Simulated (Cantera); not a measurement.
An isothermal, constant-pressure homogeneous reactor starts with H2 : O2 = 0.024 : 1 (molar parts), equivalence ratio 0.012, at 1450 K and 0.0133 bar. Integrator tolerance rtol = 1e-08.

Cantera simulation using GRI-Mech 3.0 (53 species, 325 reactions); the numbers are that mechanism's predictions, not measurements. Radical loss at walls, strong at low pressure, is not modelled.

What does this change do: H2 0.024 to 0.0026 parts?


```tsv
quantity	before	after
x(H2) at 1.00 s	1.79e-5 (gas-phase equilibrium 1.98e-7)	1.79e-6 (gas-phase equilibrium 2.13e-8)
x(O2) at 1.00 s	0.974 (gas-phase equilibrium 0.976)	0.996 (gas-phase equilibrium 0.997)
x(OH) at 1.00 s	0.000996 (gas-phase equilibrium 0.000105)	0.000319 (gas-phase equilibrium 3.49e-5)
x(O) at 1.00 s	0.00159 (gas-phase equilibrium 1.73e-5)	0.00155 (gas-phase equilibrium 1.75e-5)
x(H) at 1.00 s	3.20e-5 (gas-phase equilibrium 3.67e-8)	9.78e-6 (gas-phase equilibrium 1.20e-8)
x(H2O) at 1.00 s	0.0232 (gas-phase equilibrium 0.0237)	0.00243 (gas-phase equilibrium 0.00258)
```
